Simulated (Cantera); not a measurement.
Cantera run, input and output.

```python
import numpy as np
import cantera as ct

gas = ct.Solution("h2o2.yaml")
gas.TPX = 1375, 27000, {'H2': 0.86, 'O2': 1, 'N2': 11}
reactor = ct.IdealGasConstPressureReactor(gas, energy="off", clone=False)
net = ct.ReactorNet([reactor])
net.rtol, net.atol = 1e-08, 1e-18
show = ['H2', 'O2', 'O', 'H2O2', 'H2O', 'HO2']
times = np.geomspace(1e-06, 3, 10)

steps = ct.SolutionArray(gas, extra=["t"])
rows = []
print(f"{'t/s':>10s}{'T/K':>9s}{'P/Pa':>11s}" + "".join(f"{s:>11s}" for s in show))
for t in times:
    while net.time < t:
        t_next = net.step()
        steps.append(gas.state, t=t_next)
    rows.append([np.interp(t, steps.t, y) for y in (steps.T, steps.P, *steps(*show).X.T)])
    print(f"{t:10.3e}{rows[-1][0]:9.1f}{rows[-1][1]:11.4g}" + "".join(f"{x:11.3e}" for x in rows[-1][2:]))
rate = np.gradient(steps.T, steps.t)
print("integrator steps:", len(steps.t))
if steps.T.max() > steps.T[0] + 200:
    print(f"time of steepest temperature rise: {steps.t[rate.argmax()]:.4e} s")
gas.TPX = 1375, 27000, {'H2': 0.86, 'O2': 1, 'N2': 11}
gas.equilibrate("TP")
print(f"equilibrium (TP): T = {gas.T:.1f} K  " + "  ".join(f"{s} {gas[s].X[0]:.3e}" for s in show))
```

It prints:

```
       t/s      T/K       P/Pa         H2         O2          O       H2O2        H2O        HO2
 1.000e-06   1375.0    2.7e+04  6.687e-02  7.776e-02  5.977e-11  3.653e-13  1.046e-11  1.732e-09
 5.244e-06   1375.0    2.7e+04  6.687e-02  7.776e-02  1.275e-09  9.847e-12  1.096e-09  9.097e-09
 2.750e-05   1375.0    2.7e+04  6.687e-02  7.776e-02  3.323e-08  2.486e-10  1.114e-07  4.888e-08
 1.442e-04   1375.0    2.7e+04  6.249e-02  7.570e-02  6.471e-04  6.476e-08  3.009e-03  5.732e-06
 7.563e-04   1375.0    2.7e+04  4.250e-03  4.597e-02  6.683e-03  5.465e-07  5.718e-02  5.372e-06
 3.966e-03   1375.0    2.7e+04  4.212e-04  4.560e-02  5.469e-04  2.529e-07  6.814e-02  3.153e-06
 2.080e-02   1375.0    2.7e+04  1.492e-05  4.581e-02  1.962e-05  2.999e-08  6.909e-02  2.880e-07
 1.091e-01   1375.0    2.7e+04  1.323e-06  4.584e-02  1.817e-06  4.122e-09  6.916e-02  3.285e-08
 5.721e-01   1375.0    2.7e+04  2.616e-07  4.585e-02  3.628e-07  9.621e-10  6.918e-02  1.437e-08
 3.000e+00   1375.0    2.7e+04  1.914e-07  4.585e-02  2.640e-07  7.272e-10  6.918e-02  1.405e-08
integrator steps: 1891
equilibrium (TP): T = 1375.0 K  H2 1.914e-07  O2 4.585e-02  O 2.640e-07  H2O2 7.272e-10  H2O 6.918e-02  HO2 1.405e-08
```

Detailed kinetics in Cantera: the H2/O2 subset of GRI-Mech 3.0, which has no nitrogen chemistry. The temperature is held fixed by assumption; the heat of reaction is taken as removed at once.
